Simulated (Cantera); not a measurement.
Source: NASA polynomial tables (part measured, part estimated), evaluated in Cantera. Values are per mole of reaction as written; species without (g) are pure solids or liquids, kept so even where they would boil at 1 bar.

Problem. Between 450 and 650 K, where is each reaction favourable under standard conditions?
- 3 H₂(g) + 2 Cr₂O₃ ⇌ 4 Cr + 6 OH(g)

Solution. 
- 3 H₂(g) + 2 Cr₂O₃ ⇌ 4 Cr + 6 OH(g): ΔG° is 2217 kJ at 450 K and 2093 kJ at 650 K; it stays positive (K < 1). ΔH° is 2492 kJ and ΔS° 614 J/K at 650 K.
